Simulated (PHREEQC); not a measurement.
PHREEQC input (ion-association model, wateq4f.dat):

```
SOLUTION_SPECIES
  2 NO3- + 12 H+ + 10 e- = N2 + 6 H2O  # shut off: nitrate stays nitrate
    -log_k -100
    -delta_h 0
    -analytic -100
SOLUTION 1
  temp 25
  units mol/kgw
  pH 7 charge
END
SELECTED_OUTPUT 1
  -reset false
  -pH true
  -pe true
  -ionic_strength true
  -water true
  -totals Al N S N(5) N(3) N(0) N(-3) S(-2) S(6)
  -molalities H+ Al+3 NO3- SO4-2 NH3 AlOH+2 Al(OH)2+ Al(OH)3 Al(OH)4- AlSO4+
    Al(SO4)2- HSO4- H2S HS- S-2 O2 NH4+ NH4SO4- OH- AlHSO4+2
    NO2-
  -equilibrium_phases Basaluminite Al(OH)3(a)
PRINT
  -reset false
USE solution 1
REACTION 1
  Al(NO3)3 1
  0 0.00833 0.0167 0.025 0.0333 0.0417 0.05 0.0583 0.0667 0.075 0.0833 0.0917 0.1 moles
EQUILIBRIUM_PHASES 1
  Basaluminite 0 0.5
  Al(OH)3(a) 0 0
  O2(g) -0.68 10
END
```

Selected output (columns that matter, 13 of 13 rows; Al(NO3)3 added (mol) added in front):

```
Al(NO3)3 added (mol)	pH	mu	Al	N	S	m_H+	m_Al+3	m_NO3-	m_SO4-2	m_AlSO4+	m_OH-	Basaluminite
0	6.2068	2.5294e-06	2.1874e-06	0	5.4684e-07	6.2235e-07	5.3912e-09	0	5.468e-07	9.1164e-12	1.6146e-08	0.5
0.00833	3.9181	0.049495	0.0084191	0.02499	2.2272e-05	0.00014136	0.0080503	0.02499	4.9705e-06	1.7266e-05	1.0203e-10	0.49998
0.0167	3.8443	0.099497	0.01685	0.0501	3.746e-05	0.00017337	0.016285	0.0501	6.9149e-06	3.0493e-05	9.1687e-11	0.49996
0.025	3.8024	0.14912	0.025203	0.075	5.0699e-05	0.00019476	0.024474	0.075	8.4482e-06	4.2186e-05	8.6811e-11	0.49995
0.0333	3.7728	0.19876	0.033552	0.0999	6.2905e-05	0.00021149	0.032674	0.0999	9.7595e-06	5.307e-05	8.3677e-11	0.49994
0.0417	3.7494	0.24901	0.041998	0.1251	7.454e-05	0.00022562	0.04098	0.1251	1.0932e-05	6.3522e-05	8.1356e-11	0.49993
0.05	3.7305	0.29867	0.050342	0.15	8.5501e-05	0.00023774	0.049193	0.15	1.1977e-05	7.343e-05	7.9547e-11	0.49991
0.0583	3.7143	0.34834	0.058684	0.1749	9.604e-05	0.00024852	0.05741	0.1749	1.2932e-05	8.3005e-05	7.8049e-11	0.4999
0.0667	3.7	0.39862	0.067126	0.2001	0.00010635	0.0002584	0.065729	0.2001	1.3826e-05	9.2413e-05	7.6754e-11	0.49989
0.075	3.6875	0.44829	0.075465	0.225	0.00011624	0.00026735	0.073952	0.225	1.4647e-05	0.00010147	7.5635e-11	0.49988
0.0833	3.6763	0.49798	0.083804	0.2499	0.00012587	0.00027565	0.082177	0.2499	1.5418e-05	0.00011032	7.4638e-11	0.49987
0.0917	3.6659	0.54826	0.092242	0.2751	0.00013538	0.00028348	0.090504	0.2751	1.6153e-05	0.0001191	7.3727e-11	0.49986
0.1	3.6565	0.59795	0.10058	0.3	0.00014458	0.00029075	0.098734	0.3	1.6841e-05	0.0001276	7.2907e-11	0.49986
```
